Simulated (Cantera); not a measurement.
A jet of 2.05 % CH4, 12.9 % O2, 85.0 % N2, equivalence ratio 0.32 at 300 K and 0.434 atm hits a platinum plate 9.4 cm away at a mass flux of 0.12 kg/m²/s; the plate temperature is set and raised in steps from an oxygen-covered start.

Model: Deutschmann's 1995 Pt surface mechanism with GRI-Mech 3.0 gas chemistry, integrated in Cantera. Catalytic surfaces can have several steady states; this one follows from the mechanism file's or the stated starting coverage.

One state of this run: wall x CH4 = 0.00687; wall x O2 = 0.100; wall x H2O = 0.0252; wall x OH = 5.03e-8; wall x CO = 2.91e-6; wall x CO2 = 0.0166; θ free Pt = 0.185; θ O* = 0.813; θ OH* = 0.00221. x: mole fraction at the wall; θ: surface coverage.

### Question
Which value of plate T (K) does it belong to?
A) 1200
B) 950
C) 1000
D) 1050

### Answer
B, 950
